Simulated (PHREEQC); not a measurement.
**Hard or scaling water (model solution)**

Make-up at 25 °C: 0.00013 mol Ca(HCO3)2 and 0.00017 mol NaF per kg of water. Closed to the air; pH follows from the charge balance.

All values are PHREEQC results (ion-association model, wateq4f.dat), not measurements.

No solid was allowed to form.

Problem. Estimate the pH, ionic strength.

Solution. pH 8.17; ionic strength 0.000560 mol/kgw.

Problem. In which forms is C present?

Solution. HCO3- 98 %, CO2 1.4 %, CO3-2 0.7 % of the C.
